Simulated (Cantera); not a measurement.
Cantera run, input and output.

```python
import numpy as np
import cantera as ct

gas = ct.Solution("gri30.yaml")
gas.TPX = 1825, 21000, {'CH4': 1, 'H2O': 1.6, 'H2': 0.17}
reactor = ct.IdealGasConstPressureReactor(gas, energy="off", clone=False)
net = ct.ReactorNet([reactor])
net.rtol, net.atol = 1e-08, 1e-18
show = ['CH4', 'H2O', 'H2', 'C2H6', 'C2H4', 'CH3']
times = np.geomspace(9e-05, 4, 12)

steps = ct.SolutionArray(gas, extra=["t"])
rows = []
print(f"{'t/s':>10s}{'T/K':>9s}{'P/Pa':>11s}" + "".join(f"{s:>11s}" for s in show))
for t in times:
    while net.time < t:
        t_next = net.step()
        steps.append(gas.state, t=t_next)
    rows.append([np.interp(t, steps.t, y) for y in (steps.T, steps.P, *steps(*show).X.T)])
    print(f"{t:10.3e}{rows[-1][0]:9.1f}{rows[-1][1]:11.4g}" + "".join(f"{x:11.3e}" for x in rows[-1][2:]))
rate = np.gradient(steps.T, steps.t)
print("integrator steps:", len(steps.t))
if steps.T.max() > steps.T[0] + 200:
    print(f"time of steepest temperature rise: {steps.t[rate.argmax()]:.4e} s")
gas.TPX = 1825, 21000, {'CH4': 1, 'H2O': 1.6, 'H2': 0.17}
gas.equilibrate("TP")
print(f"equilibrium (TP): T = {gas.T:.1f} K  " + "  ".join(f"{s} {gas[s].X[0]:.3e}" for s in show))
```

It prints:

```
       t/s      T/K       P/Pa        CH4        H2O         H2       C2H6       C2H4        CH3
 9.000e-05   1825.0    2.1e+04  3.566e-01  5.766e-01  6.346e-02  1.278e-04  2.831e-04  2.912e-03
 2.381e-04   1825.0    2.1e+04  3.427e-01  5.730e-01  7.336e-02  7.052e-04  3.514e-03  5.904e-03
 6.299e-04   1825.0    2.1e+04  2.823e-01  5.514e-01  1.308e-01  1.001e-03  1.425e-02  6.871e-03
 1.667e-03   1825.0    2.1e+04  1.834e-01  5.030e-01  2.434e-01  3.971e-04  7.790e-03  4.447e-03
 4.409e-03   1825.0    2.1e+04  9.775e-02  4.570e-01  3.439e-01  1.158e-04  1.989e-03  2.483e-03
 1.167e-02   1825.0    2.1e+04  4.374e-02  4.160e-01  4.158e-01  2.641e-05  5.648e-04  1.231e-03
 3.086e-02   1825.0    2.1e+04  2.250e-02  3.656e-01  4.704e-01  7.461e-06  2.907e-04  6.739e-04
 8.165e-02   1825.0    2.1e+04  1.667e-02  2.952e-01  5.282e-01  3.562e-06  2.031e-04  4.685e-04
 2.160e-01   1825.0    2.1e+04  1.160e-02  2.178e-01  5.899e-01  1.462e-06  1.169e-04  3.003e-04
 5.715e-01   1825.0    2.1e+04  6.317e-03  1.561e-01  6.394e-01  3.861e-07  4.403e-05  1.543e-04
 1.512e+00   1825.0    2.1e+04  2.117e-03  1.239e-01  6.661e-01  4.092e-08  6.351e-06  5.014e-05
 4.000e+00   1825.0    2.1e+04  1.133e-04  1.170e-01  6.726e-01  1.167e-10  3.192e-08  2.669e-06
integrator steps: 1666
equilibrium (TP): T = 1825.0 K  CH4 4.048e-09  H2O 1.168e-01  H2 6.728e-01  C2H6 2.350e-19  C2H4 1.462e-15  CH3 9.604e-11
```

Cantera simulation using GRI-Mech 3.0 (53 species, 325 reactions); the numbers are that mechanism's predictions, not measurements.
